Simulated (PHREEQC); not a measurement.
Consider water at 20 °C with 4 mmol/kgw ZnSO4, 29 mmol/kgw Na2SO4 and 82 mmol/kgw MnSO4. Closed to the air; pH follows from the charge balance.

Computed with PHREEQC (ion-association model, wateq4f.dat).

Question: The ionic strength comes out as 0.260 mol/kgw. What activity coefficients do Zn+2, Na+, HSO4-, Mn+2, SO4-2 get?

Answer: Zn+2 0.31, Na+ 0.73, HSO4- 0.71, Mn+2 0.31, SO4-2 0.27.

Precipitation was switched off in this run.
